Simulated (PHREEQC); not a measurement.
Consider water at 25 °C with 80 mmol/kgw LiCl, 34 mmol/kgw MnCl2 and 0.7 mmol/kgw MgCl2. Closed to the air; pH follows from the charge balance.

Computed with PHREEQC (ion-association model, phreeqc.dat).

Each row changes one thing in this solution. No solid was allowed to form.

| case | pH | ionic strength (mol/kgw) | Cl- (mol/kgw) | MgOH+ (mol/kgw) |
|---|---|---|---|---|
| as made | 6.28 | 0.172 | 0.143 | 2.21e-9 |
| MnCl2 replaced by ZnCl2 at the same molality | 5.22 | 0.176 | 0.145 | 1.94e-10 |
| LiCl replaced by FeCl2 at the same molality | 5.56 | 0.318 | 0.216 | 3.87e-10 |
| temperature from 25 to 65 °C | ? | 0.173 | 0.144 | 1.23e-8 |
| MgCl2 from 0.0007 to 0.007 mol/kgw | 6.28 | 0.191 | 0.156 | ? |
| temperature from 25 to 85 °C | 5.42 | 0.174 | 0.144 | ? |

**Question.** What belongs in the gaps?

**Answer.** 
- temperature from 25 to 65 °C, pH: 5.67
- MgCl2 from 0.0007 to 0.007 mol/kgw, MgOH+ (mol/kgw): 2.17e-8
- temperature from 25 to 85 °C, MgOH+ (mol/kgw): 2.50e-8

Away from 25 °C the constants follow the database's enthalpies or fits; those with neither stay at their 25 °C values.
